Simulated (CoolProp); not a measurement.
A closed Brayton cycle with nitrogen: compressor inlet 315.15 K and 3.7 MPa, high pressure 7.84 MPa, turbine inlet 920 K, compressor efficiency 0.85, turbine efficiency 0.9, recuperator effectiveness 0 (on enthalpy, no pinch check). Each further row changes one setting.

Computed with CoolProp (reference Helmholtz-energy equation of state, Span 2000).

```json
[
 {"case": "as stated", "thermal efficiency (%)": "13.5", "net work (kJ/kg)": "77.7", "compressor to turbine work": "0.55", "compressor exit (K)": "404.8", "turbine exit (K)": "772.0"},
 {"case": "turbine inlet 870 K", "thermal efficiency (%)": "13.2", "net work (kJ/kg)": "68.3", "compressor to turbine work": "0.58", "compressor exit (K)": "404.8", "turbine exit (K)": "728.7"},
 {"case": "compressor inlet 325.15 K", "thermal efficiency (%)": "13.3", "net work (kJ/kg)": "74.5", "compressor to turbine work": "0.56", "compressor exit (K)": "417.5", "turbine exit (K)": "772.0"},
 {"case": "high pressure 6.66 MPa", "thermal efficiency (%)": "11.0", "net work (kJ/kg)": "65.3", "compressor to turbine work": "0.52", "compressor exit (K)": "383.6", "turbine exit (K)": "802.1"},
 {"case": "recuperator effectiveness 0.5", "thermal efficiency (%)": "20.7", "net work (kJ/kg)": "77.7", "compressor to turbine work": "0.55", "compressor exit (K)": "404.8", "turbine exit (K)": "772.0"}
]
```
